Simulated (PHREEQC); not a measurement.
Solution (20 °C): 0.25 mol NH4HF2, 0.051 mol (NH4)2SiF6, 0.00025 mol H3BO3 and 9.1e-05 mol H2SO4 per kg of water. It is in equilibrium with CO2 at log p = -2 (atm). Otherwise closed; pH follows from the charge balance.

Equilibrium calculation in PHREEQC: ion-association model, wateq4f.dat.

No solid was allowed to form.

Question: Order these F species by the share of F that they hold, largest first: HF, F-, H2F2, HF2-, SiF6-2.

Answer: SiF6-2 (38 %), F- (22 %), HF2- (18 %), HF (13 %), H2F2 (9.0 %)

The pH is 3.15 and the ionic strength 0.404 mol/kgw. wateq4f.dat counts part of the HF as a dimer, H2F2, which phreeqc.dat doesn't know; its constant is uncertain. SiF6-2 is the database's only silicon fluoride. Real BF4- forms and hydrolyses slowly; the run takes it at equilibrium.
